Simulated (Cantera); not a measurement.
Input (Python, Cantera) and output of one run.

```python
import numpy as np
import cantera as ct

gas_names = [...]  # 113 gases of nasa_gas.yaml made of C, Cu, H, O
cond_names = """
    C(gr) C6H6(L) C7H8(L) C8H18(L),n-octa Cu(cr) Cu(L) CuO(s) CuO2H2(s) Cu2O(s) Cu2O(L) H2O(s) H2O(L)
""".split()


# ... load() reads the species with a 1 bar reference pressure and builds the phases ...
atoms = {
    'Cu2O': {'Cu': 2, 'O': 1},
    'CO': {'C': 1, 'O': 1},
    'H2': {'H': 2},
}
top_T = {'C(gr)': 4500, 'CuO(s)': 1390}  # K; cautious upper limits of use, not melting points


# ... equilibrate(T, P, feed) seeds the gas with the atoms and calls Mixture.equilibrate('TP', solver="vcs", rtol=1e-11, max_steps=5000) ...
results = []
feed = {'Cu2O': 1, 'CO': 11, 'H2': 16}  # mol
for P in [10, 32, 100, 320, 1000, 3200, 10000, 32000, 100000, 320000, 1000000]:
    for T in [1725, 1775, 1825, 1875, 1925, 1975, 2025, 2075, 2125, 2175, 2225, 2275]:
        mix = equilibrate(T, P, feed)
        results.append((T, P, feed, dict(zip(mix.species_names, mix.species_moles))))

for T, P, feed, n in results:
    print(f"{T:7g} {P:10.4g}  " + (" + ".join(c for c in cond_names if n.get(c, 0) > 1e-12) or "gas only"))
```

Result:

```
   1725         10  gas only
   1775         10  gas only
   1825         10  gas only
   1875         10  gas only
   1925         10  gas only
   1975         10  gas only
   2025         10  gas only
   2075         10  gas only
   2125         10  gas only
   2175         10  gas only
   2225         10  gas only
   2275         10  gas only
   1725         32  gas only
   1775         32  gas only
   1825         32  gas only
   1875         32  gas only
   1925         32  gas only
   1975         32  gas only
   2025         32  gas only
   2075         32  gas only
   2125         32  gas only
   2175         32  gas only
   2225         32  gas only
   2275         32  gas only
   1725        100  gas only
   1775        100  gas only
   1825        100  gas only
   1875        100  gas only
   1925        100  gas only
   1975        100  gas only
   2025        100  gas only
   2075        100  gas only
   2125        100  gas only
   2175        100  gas only
   2225        100  gas only
   2275        100  gas only
   1725        320  Cu(L)
   1775        320  gas only
   1825        320  gas only
   1875        320  gas only
   1925        320  gas only
   1975        320  gas only
   2025        320  gas only
   2075        320  gas only
   2125        320  gas only
   2175        320  gas only
   2225        320  gas only
   2275        320  gas only
   1725       1000  Cu(L)
   1775       1000  Cu(L)
   1825       1000  gas only
   1875       1000  gas only
   1925       1000  gas only
   1975       1000  gas only
   2025       1000  gas only
   2075       1000  gas only
   2125       1000  gas only
   2175       1000  gas only
   2225       1000  gas only
   2275       1000  gas only
   1725       3200  Cu(L)
   1775       3200  Cu(L)
   1825       3200  Cu(L)
   1875       3200  Cu(L)
   1925       3200  Cu(L)
   1975       3200  gas only
   2025       3200  gas only
   2075       3200  gas only
   2125       3200  gas only
   2175       3200  gas only
   2225       3200  gas only
   2275       3200  gas only
   1725      1e+04  Cu(L)
   1775      1e+04  Cu(L)
   1825      1e+04  Cu(L)
   1875      1e+04  Cu(L)
   1925      1e+04  Cu(L)
   1975      1e+04  Cu(L)
   2025      1e+04  Cu(L)
   2075      1e+04  gas only
   2125      1e+04  gas only
   2175      1e+04  gas only
   2225      1e+04  gas only
   2275      1e+04  gas only
   1725    3.2e+04  Cu(L)
   1775    3.2e+04  Cu(L)
   1825    3.2e+04  Cu(L)
   1875    3.2e+04  Cu(L)
   1925    3.2e+04  Cu(L)
   1975    3.2e+04  Cu(L)
   2025    3.2e+04  Cu(L)
   2075    3.2e+04  Cu(L)
   2125    3.2e+04  Cu(L)
   2175    3.2e+04  Cu(L)
   2225    3.2e+04  gas only
   2275    3.2e+04  gas only
   1725      1e+05  Cu(L)
   1775      1e+05  Cu(L)
   1825      1e+05  Cu(L)
   1875      1e+05  Cu(L)
   1925      1e+05  Cu(L)
   1975      1e+05  Cu(L)
   2025      1e+05  Cu(L)
   2075      1e+05  Cu(L)
   2125      1e+05  Cu(L)
   2175      1e+05  Cu(L)
   2225      1e+05  Cu(L)
   2275      1e+05  Cu(L)
   1725    3.2e+05  Cu(L)
   1775    3.2e+05  Cu(L)
   1825    3.2e+05  Cu(L)
   1875    3.2e+05  Cu(L)
   1925    3.2e+05  Cu(L)
   1975    3.2e+05  Cu(L)
   2025    3.2e+05  Cu(L)
   2075    3.2e+05  Cu(L)
   2125    3.2e+05  Cu(L)
   2175    3.2e+05  Cu(L)
   2225    3.2e+05  Cu(L)
   2275    3.2e+05  Cu(L)
   1725      1e+06  Cu(L)
   1775      1e+06  Cu(L)
   1825      1e+06  Cu(L)
   1875      1e+06  Cu(L)
   1925      1e+06  Cu(L)
   1975      1e+06  Cu(L)
   2025      1e+06  Cu(L)
   2075      1e+06  Cu(L)
   2125      1e+06  Cu(L)
   2175      1e+06  Cu(L)
   2225      1e+06  Cu(L)
   2275      1e+06  Cu(L)
```

Cantera equilibrium calculation (NASA polynomials, part measured and part estimated; ideal gas, pure solids and liquids).
